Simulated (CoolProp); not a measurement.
Isobutene along the isotherm -49.95 °C: fugacity coefficient from the reference equation and from simpler models built on Tc = 144.9 °C, pc = 40.16 bar, ω = 0.193; each cubic takes its own stable root.

Computed with CoolProp (reference Helmholtz-energy equation of state, Lemmon 2005). It is a short technical equation, of lower accuracy than the large ones.

```
p (bar)   phase  reference  Redlich-Kwong  Soave-Redlich-Kwong
-------  ------  ---------  -------------  -------------------
12.5     liquid    0.01079        0.01809              0.01072
25.1     liquid   0.005684       0.009581             0.005670
37.6     liquid   0.004013       0.006797             0.004019
50.2     liquid   0.003180       0.005412             0.003198
62.7     liquid   0.002692       0.004604             0.002718
75.3     liquid   0.002371       0.004074             0.002403
87.8     liquid   0.002149       0.003712             0.002188
100      liquid   0.001992       0.003456             0.002036
113      liquid   0.001867       0.003256             0.001916
125      liquid   0.001780       0.003117             0.001834
138      liquid   0.001708       0.003005             0.001766
151      liquid   0.001653       0.002922             0.001716
163      liquid   0.001615       0.002867             0.001683
176      liquid   0.001584       0.002824             0.001657
188      liquid   0.001563       0.002799             0.001641
201      liquid   0.001548       0.002785             0.001632
```
